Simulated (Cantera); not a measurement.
Charge: 1 mol Ti(OiPr)₄, 2 mol O₂, equilibrated at 130 Pa.

Cantera equilibrium calculation (NASA polynomials, part measured and part estimated; ideal gas, pure solids and liquids). Candidate condensed phases: C, C₆H₆, C₇H₈, C₈H₁₈, H₂O, Ti, TiC, TiO, TiO₂, Ti₂O₃, Ti₃O₅, Ti₄O₇; 113 gas species. The feed counts by its element totals alone. TiC: taken at fixed stoichiometry. The numbers say what is thermodynamically allowed, not how fast it happens.

Task: At 1625 °C, list the 4 most abundant gas species with their mole fractions, and the condensed phases.

Result: H₂ 0.622, CO 0.361, H 0.0171, C₂H₂ (acetylene) 0.000234. Condensed: C(graphite) + TiC(s).
